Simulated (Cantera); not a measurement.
Input (Python, Cantera):

```python
import numpy as np
import cantera as ct

gas = ct.Solution("gri30.yaml")
gas.TPX = 1748, 500000, {'H2': 1, 'O2': 0.25, 'N2': 2.45, 'H2O': 0.1}
reactor = ct.IdealGasReactor(gas, energy="on", clone=False)
net = ct.ReactorNet([reactor])
net.rtol, net.atol = 1e-08, 1e-16
show = ['H2', 'O2', 'H2O', 'OH', 'HO2', 'N2O', 'NO']
times = np.geomspace(1e-06, 0.9, 13)

steps = ct.SolutionArray(gas, extra=["t"])
rows = []
print(f"{'t/s':>10s}{'T/K':>9s}{'P/Pa':>11s}" + "".join(f"{s:>11s}" for s in show))
for t in times:
    while net.time < t:
        t_next = net.step()
        steps.append(gas.state, t=t_next)
    rows.append([np.interp(t, steps.t, y) for y in (steps.T, steps.P, *steps(*show).X.T)])
    print(f"{t:10.3e}{rows[-1][0]:9.1f}{rows[-1][1]:11.4g}" + "".join(f"{x:11.3e}" for x in rows[-1][2:]))
rate = np.gradient(steps.T, steps.t)
print("integrator steps:", len(steps.t))
if steps.T.max() > steps.T[0] + 200:
    print(f"time of steepest temperature rise: {steps.t[rate.argmax()]:.4e} s")
gas.TPX = 1748, 500000, {'H2': 1, 'O2': 0.25, 'N2': 2.45, 'H2O': 0.1}
gas.equilibrate("UV")
print(f"equilibrium (UV): T = {gas.T:.1f} K  " + "  ".join(f"{s} {gas[s].X[0]:.3e}" for s in show))
```

It prints:

```
       t/s      T/K       P/Pa         H2         O2        H2O         OH        HO2        N2O         NO
 1.000e-06   1748.1      5e+05  2.629e-01  6.569e-02  2.646e-02  1.309e-05  1.286e-05  1.735e-10  5.267e-12
 3.135e-06   2091.8  5.883e+05  1.137e-01  3.101e-03  1.389e-01  1.053e-02  6.816e-06  5.962e-08  9.857e-06
 9.826e-06   2593.5  7.058e+05  1.308e-01  4.755e-04  1.569e-01  7.169e-03  1.151e-06  5.509e-08  6.067e-05
 3.080e-05   2746.2  7.397e+05  1.363e-01  9.562e-05  1.635e-01  3.661e-03  2.012e-07  6.492e-08  1.061e-04
 9.655e-05   2762.3  7.432e+05  1.370e-01  6.912e-05  1.642e-01  3.179e-03  1.370e-07  6.708e-08  1.790e-04
 3.026e-04   2761.0  7.429e+05  1.372e-01  6.807e-05  1.641e-01  3.155e-03  1.350e-07  7.181e-08  3.556e-04
 9.487e-04   2759.4  7.425e+05  1.374e-01  6.698e-05  1.639e-01  3.129e-03  1.328e-07  8.095e-08  5.548e-04
 2.974e-03   2759.2  7.425e+05  1.374e-01  6.684e-05  1.639e-01  3.126e-03  1.326e-07  8.237e-08  5.797e-04
 9.322e-03   2759.2  7.425e+05  1.374e-01  6.684e-05  1.639e-01  3.126e-03  1.326e-07  8.237e-08  5.797e-04
 2.922e-02   2759.2  7.425e+05  1.374e-01  6.684e-05  1.639e-01  3.126e-03  1.326e-07  8.237e-08  5.797e-04
 9.159e-02   2759.2  7.425e+05  1.374e-01  6.684e-05  1.639e-01  3.126e-03  1.326e-07  8.237e-08  5.797e-04
 2.871e-01   2759.2  7.425e+05  1.374e-01  6.684e-05  1.639e-01  3.126e-03  1.326e-07  8.237e-08  5.797e-04
 9.000e-01   2759.2  7.425e+05  1.374e-01  6.684e-05  1.639e-01  3.126e-03  1.326e-07  8.237e-08  5.797e-04
integrator steps: 1197
time of steepest temperature rise: 2.5332e-06 s
equilibrium (UV): T = 2759.2 K  H2 1.374e-01  O2 6.684e-05  H2O 1.639e-01  OH 3.126e-03  HO2 1.326e-07  N2O 8.237e-08  NO 5.797e-04
```

Model: GRI-Mech 3.0 (53 species, 325 reactions), integrated in Cantera. The hydrogen kinetics of GRI-Mech 3.0 are dated; newer H2 mechanisms differ, most at raised pressure.
